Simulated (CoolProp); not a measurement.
A single-stage vapour-compression cycle with R507A: evaporating at 243.15 K (dew point), condensing at 278.15 K (bubble point), superheat 8 K, subcooling 8 K, compressor efficiency 0.8, no pressure losses. Each further row changes one setting.

Computed with CoolProp (reference Helmholtz-energy equation of state, Lemmon 2003). It is a pseudo-pure fit of the blend.

```csv
case,cooling COP,pressure ratio,discharge temperature (K),refrigerating effect (kJ/kg),volumetric capacity (kJ/m³)
as stated,4.98,3.42,297.6,157,1690
evaporating temperature 248.15 K,(withheld),(withheld),295.5,160,2090
condensing temperature 273.15 K,(withheld),2.93,291.5,163,1770
subcooling 13 K,5.19,3.42,297.6,163,1770
superheat 18 K,4.98,3.42,(withheld),165,(withheld)
compressor efficiency 0.7,4.35,3.42,302.2,157,1690
```

Complete the blanks.


- evaporating temperature 248.15 K, cooling COP: 6.05
- evaporating temperature 248.15 K, pressure ratio: 2.81
- condensing temperature 273.15 K, cooling COP: 5.96
- superheat 18 K, discharge temperature (K): 307.9
- superheat 18 K, volumetric capacity (kJ/m³): 1700
